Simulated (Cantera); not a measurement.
Iron carbonyl, mercury and lead vapours: Hg + H2 + N2

Charge: 1 mol Hg, 0.9 mol H2, 0.41 mol N2, at 450 K.

Method: chemical equilibrium by Gibbs-energy minimisation in Cantera with the NASA 1993 tables (ideal gas, pure condensed phases). Candidate condensed phases: Hg; 10 gas species. Rates play no part.

From 10.0 Pa to 1400 Pa nothing is condensed. From 7200 Pa to 1000000 Pa the condensed part is Hg(l). The main Hg-bearing gas is Hg throughout.

```tsv
P (Pa)	log p H2	log p NH3	log p Hg	log p N2	n Hg(l)
10	-4.41	-8.91	-4.36	-4.75	0
52	-3.69	-7.48	-3.65	-4.03	0
270	-2.98	-6.05	-2.93	-3.32	0
1400	-2.27	-4.63	-2.22	-2.61	0
7200	-1.39	-2.86	-1.98	-1.72	0.784
37000	-0.67	-1.41	-1.98	-0.98	0.966
190000	-0.09	-0.22	-1.98	-0.32	0.995
1000000	0.35	0.76	-1.98	0.31	0.999
```
log p: log10 of the partial pressure in bar; n: condensed amount in mol.
